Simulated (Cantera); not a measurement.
# Equilibrium for roasting and sulfation: Fe2O3 + H2S + CO2

Charge: 1 mol Fe2O3, 2 mol H2S, 1.2 mol CO2, equilibrated at 1152 °C and 0.140 bar.

Cantera equilibrium calculation (NASA polynomials, part measured and part estimated; ideal gas, pure solids and liquids). Candidate condensed phases: C, C6H6, C7H8, C8H18, Fe, Fe(CO)5, FeO, Fe(OH)2, Fe(OH)3, FeS, FeSO4, FeS2, Fe2O3, Fe2(SO4)3, Fe3O4, H2O, H2SO4, S; 127 gas species. Metal and sulfide melt together well below either melting point, which pure phases cannot show. Mutual solubility and eutectic melting of coexisting phases are not modelled. The tables' stoichiometric FeO is somewhat more stable than real wüstite, so its field is too wide. FeO, FeS: taken at fixed stoichiometry. Equilibrium is a limit: real reactors are often held back by kinetics, nucleation or transport.

| Item | Result |
|---|---|
| x(H2O) | 0.487 |
| x(CO2) | 0.274 |
| x(SO2) | 0.0937 |
| x(CO) | 0.0506 |
| x(H2) | 0.0395 |
| x(S2) | 0.0375 |
| x(H2S) | 0.0152 |
| x(SO) | 0.00113 |
| x(S2O) | 0.000810 |
| n(FeO(s)) | 0.693 mol |
| n(FeS(s)) | 1.31 mol |
| gas amount | 3.692 mol |
| log10 activity of Fe(γ) (absent) | -1.50 |
| log10 activity of S(l) (absent) | -2.27 |
| log10 activity of C(graphite) (absent) | -5.76 |
